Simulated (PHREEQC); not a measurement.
A solution holds 0.015 mol/kgw NaHSO4, 0.0023 mol/kgw NH3 and 0.0035 mol/kgw KCl, at 20 °C. Closed to the air; pH follows from the charge balance.

Computed with PHREEQC (ion-association model, phreeqc.dat).

```csv
quantity,before,after
pH,2.12,10.44
ionic strength (mol/kgw),0.0392,0.00370
SI of Sylvite (KCl),-5.96,-5.84
```

Which change was made?
(A) temperature from 20 to 10 °C
(B) temperature from 20 to 5 °C
(C) NaHSO4 left out
(D) NH3 replaced by (NH4)2CO3 at the same molality
(E) 0.00029 mol/kgw Na2SO4 added

C, NaHSO4 left out

Precipitation was switched off in this run.
